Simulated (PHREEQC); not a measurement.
Solution (20 °C): 0.017 mol/kgw MgCl2 and 0.0058 mol/kgw MgSO4. Closed to the air; pH follows from the charge balance.

Computed with PHREEQC (Pitzer model, pitzer.dat).

This is a speciation only: nothing precipitates in the calculation.

**Question.** What specific conductance, density, osmotic coefficient does the model give?

**Answer.** specific conductance 4120 µS/cm; density 1.000 g/cm³; osmotic coefficient 0.847.

Complexes and solids missing from the database can't appear.
